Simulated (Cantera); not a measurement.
# Equilibrium for halide evaporation, hydrolysis and transport: CuF2 + H2 + N2

Feed: 1 mol CuF2, 0.89 mol H2, 21 mol N2, held at 1375 K and 0.0133 bar.

Cantera equilibrium calculation (NASA polynomials, part measured and part estimated; ideal gas, pure solids and liquids). Candidate condensed phases: Cu, CuF2; 25 gas species. Rates play no part.

```
Item                                    Value
----------------------------------  ---------
x(N2)                                   0.913
x(HF)                                  0.0774
x(CuF)                                0.00948
x(Cu)                                 6.17e-5
x(CuF2)                               4.03e-5
n(Cu(l))                            0.780 mol
gas amount                          23.00 mol
log10 activity of CuF2(l) (absent)      -4.36
```
